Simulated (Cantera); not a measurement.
An adiabatic, constant-pressure homogeneous reactor starts with CH3OH : O2 : N2 = 1 : 1.15 : 4.34 (molar parts), equivalence ratio 1.3, at 1273 K and 5.92 atm. Integrator tolerance rtol = 1e-08.

Detailed kinetics in Cantera: GRI-Mech 3.0 (53 species, 325 reactions). GRI-Mech 3.0 was tuned for natural gas; its chemistry of methanol as a main component is partial and can be far from experiment.

**Question.** What does this change do: pressure from 5.92 atm to 0.987 atm?

**Answer.** 
```
quantity                                                              before                                    after
---------------------------------  -----------------------------------------  ---------------------------------------
time of steepest temperature rise                                   0.651 ms                                  2.94 ms
temperature at 2.00 s                                                 2730 K                                   2636 K
equilibrium temperature                                               2730 K                                   2636 K
x(CH3OH) at 2.00 s                     <1e-12 (gas-phase equilibrium <1e-12)    <1e-12 (gas-phase equilibrium <1e-12)
x(O2) at 2.00 s                      0.00196 (gas-phase equilibrium 0.00196)  0.00419 (gas-phase equilibrium 0.00419)
x(NO) at 2.00 s                      0.00278 (gas-phase equilibrium 0.00278)  0.00351 (gas-phase equilibrium 0.00351)
x(H2) at 2.00 s                        0.0349 (gas-phase equilibrium 0.0349)    0.0379 (gas-phase equilibrium 0.0379)
x(H2O2) at 2.00 s                    2.74e-7 (gas-phase equilibrium 2.74e-7)  1.32e-7 (gas-phase equilibrium 1.32e-7)
x(HO2) at 2.00 s                     1.75e-6 (gas-phase equilibrium 1.75e-6)  1.57e-6 (gas-phase equilibrium 1.57e-6)
x(CH3) at 2.00 s                   1.41e-12 (gas-phase equilibrium 1.66e-12)    <1e-12 (gas-phase equilibrium <1e-12)
```

**Question.** What does this change do: pressure from 5.92 atm to 0.908 atm?

**Answer.** 
| quantity | before | after |
|---|---|---|
| time of steepest temperature rise | 0.651 ms | 3.17 ms |
| temperature at 2.00 s | 2730 K | 2631 K |
| equilibrium temperature | 2730 K | 2631 K |
| x(CH3OH) at 2.00 s | <1e-12 (gas-phase equilibrium <1e-12) | <1e-12 (gas-phase equilibrium <1e-12) |
| x(O2) at 2.00 s | 0.00196 (gas-phase equilibrium 0.00196) | 0.00432 (gas-phase equilibrium 0.00432) |
| x(NO) at 2.00 s | 0.00278 (gas-phase equilibrium 0.00278) | 0.00353 (gas-phase equilibrium 0.00353) |
| x(H2) at 2.00 s | 0.0349 (gas-phase equilibrium 0.0349) | 0.0381 (gas-phase equilibrium 0.0381) |
| x(H2O2) at 2.00 s | 2.74e-7 (gas-phase equilibrium 2.74e-7) | 1.27e-7 (gas-phase equilibrium 1.27e-7) |
| x(HO2) at 2.00 s | 1.75e-6 (gas-phase equilibrium 1.75e-6) | 1.55e-6 (gas-phase equilibrium 1.55e-6) |
| x(CH3) at 2.00 s | 1.41e-12 (gas-phase equilibrium 1.66e-12) | <1e-12 (gas-phase equilibrium <1e-12) |
